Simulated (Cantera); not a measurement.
## Equilibrium for boron, boron nitride and boron oxide: B₂O₃ + NH₃ + H₂

Input: 1 mol B₂O₃, 0.13 mol NH₃, 6.3 mol H₂, at 1125 °C and 95.0 mbar.

Cantera equilibrium calculation (NASA polynomials, part measured and part estimated; ideal gas, pure solids and liquids). Candidate condensed phases: B, BN, B₂O₃, B₃O₃H₃, H₂O; 39 gas species. Mutual solubility and eutectic melting of coexisting phases are not modelled. The numbers say what is thermodynamically allowed, not how fast it happens.

```
Property                                   Result
------------------------------------  -----------
x(H₂)                                       0.989
x(N₂)                                     0.00956
x(HBO₂)                                  0.000829
x(H₂O)                                   0.000780
x(HBO)                                   0.000291
x(B₂O₃)                                   2.41e-5
x(H)                                      1.53e-5
x(B₃O₃H₃)                                 1.20e-6
n(BN(s))                              0.00458 mol
n(B₂O₃(l))                              0.994 mol
gas amount                              6.562 mol
log10 activity of B(s) (absent)             -3.25
log10 activity of B₃O₃H₃(s) (absent)       -10.89
```
